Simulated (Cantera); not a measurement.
What does this Cantera script print?

```python
import numpy as np
import cantera as ct

gas_names = """
    Ca CaCL CaCL2 CaO Ca2 CL CLO CL2 O O2 O3
""".split()
cond_names = """
    Ca(a) Ca(b) Ca(L) CaCL2(s) CaCL2(L) CaO(s) CaO(L)
""".split()


# ... load() reads the species with a 1 bar reference pressure and builds the phases ...
atoms = {
    'CaO': {'Ca': 1, 'O': 1},
    'Cl2': {'CL': 2},
}
top_T = {}  # K; cautious upper limits of use, not melting points


# ... equilibrate(T, P, feed) seeds the gas with the atoms and calls Mixture.equilibrate('TP', solver="vcs", rtol=1e-11, max_steps=5000) ...
results = []
feed = {'CaO': 1, 'Cl2': 35}  # mol
P = 24000  # Pa
for T in [750, 825, 900, 975, 1050, 1125, 1200, 1275, 1350, 1425, 1500, 1575, 1650]:
    mix = equilibrate(T, P, feed)
    results.append((T, P, feed, dict(zip(mix.species_names, mix.species_moles))))

top = {s: max(r[3][s] / sum(r[3][g] for g in gas_names) for r in results) for s in gas_names}
cols = sorted((s for s in top if top[s] > 0.001), key=lambda s: -top[s])[:8]
seen = [c for c in cond_names if any(r[3].get(c, 0) > 1e-12 for r in results)]
print("log10 of partial pressures in bar; condensed amounts in mol")
print(f"{'T/K':>10s}" + "".join(f"{s[:9]:>10s}" for s in cols + seen))
for T, P, feed, n in results:
    ng = sum(n[g] for g in gas_names)
    print(f"{T:10.4g}" + "".join(f"{np.log10(max(n[s] / ng * P / 1e5, 1e-99)):10.3f}" for s in cols)
          + "".join(f"{n.get(c, 0):10.4g}" for c in seen))
```

Result:

```
log10 of partial pressures in bar; condensed amounts in mol
       T/K       CL2        CL     CaCL2        O2  CaCL2(s)  CaCL2(L)
       750    -0.626    -5.880   -13.139    -2.459         1         0
       825    -0.626    -5.098   -11.136    -2.459         1         0
       900    -0.626    -4.444    -9.475    -2.459         1         0
       975    -0.626    -3.890    -8.077    -2.459         1         0
      1050    -0.627    -3.415    -6.891    -2.459         0         1
      1125    -0.628    -3.002    -5.961    -2.460         0    0.9998
      1200    -0.630    -2.641    -5.156    -2.461         0     0.999
      1275    -0.635    -2.323    -4.453    -2.464         0    0.9949
      1350    -0.643    -2.041    -3.835    -2.468         0    0.9786
      1425    -0.658    -1.793    -3.289    -2.476         0    0.9233
      1500    -0.681    -1.574    -2.802    -2.489         0    0.7584
      1575    -0.718    -1.384    -2.367    -2.510         0    0.3115
      1650    -0.768    -1.218    -2.229    -2.535         0         0
```

Equilibrium computed with Cantera from the NASA thermochemical tables; the gas is ideal and each condensed phase is pure. Condensed phases not in the tables: oxide chlorides.
